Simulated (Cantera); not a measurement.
An adiabatic, constant-pressure homogeneous reactor starts with 20.7 % H2, 16.7 % O2, 62.7 % N2, equivalence ratio 0.62, at 1600 K and 0.250 bar.

Model: GRI-Mech 3.0 (53 species, 325 reactions), integrated in Cantera.

One state of this run: T (K) = 2615; x H2 = 0.0158; x O2 = 0.0589; x NO = 0.0137; x H2O2 = 2.04e-7; x O = 0.0122; x NO2 = 2.87e-6. x: mole fraction; the columns are a selection and need not sum to one.

Q: Which value of t (s) does it belong to?
A. 0.313
B. 0.000939
C. 9.19e-5
D. 9.00e-6

A: A, 0.313
